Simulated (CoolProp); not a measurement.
Vapour-liquid equilibrium of R143a (1) + dimethyl ether (2) at 1.44 MPa; x and y are mole fractions of (1).

The numbers come from the multi-fluid Helmholtz-energy mixture model, Lemmon and Jacobsen 2000 and Wu 2011; pair parameters Bell 2016 in CoolProp.

```tsv
x	bubble temperature (°C)	y at the bubble point	dew temperature at overall composition x (°C)	liquid density (mol/L)
0.05	57.5	0.085	58.5	12.92
0.2	51.5	0.304	54.4	12.61
0.35	46.4	0.479	50.2	12.28
0.5	42.0	0.625	45.8	11.94
0.65	38.0	0.751	41.2	11.60
0.8	34.5	0.863	36.5	11.25
0.95	31.2	0.967	31.7	10.91
```

No azeotrope shows between x = 0.05 and 0.95.

The pair parameters rest on a limited set of measurements; away from them the model extrapolates.
